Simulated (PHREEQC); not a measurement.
Consider water at 25 °C with 0.4 mol/kgw Na2SO4, 0.0027 mol/kgw NaHCO3 and 0.00052 mol/kgw KBr. Closed to the air; pH follows from the charge balance.

Equilibrium calculation in PHREEQC: ion-association model, wateq4f.dat.

Q: The ionic strength comes out as 0.912 mol/kgw. What activity coefficients do KSO4-, NaCO3-, CO3-2, Na+, Br- get?

A: KSO4- 0.66, NaCO3- 0.66, CO3-2 0.19, Na+ 0.71, Br- 0.78.

Precipitation was switched off in this run. The ionic strength is past about 0.7 mol/kgw, beyond the range of this activity model, so the values are rough.
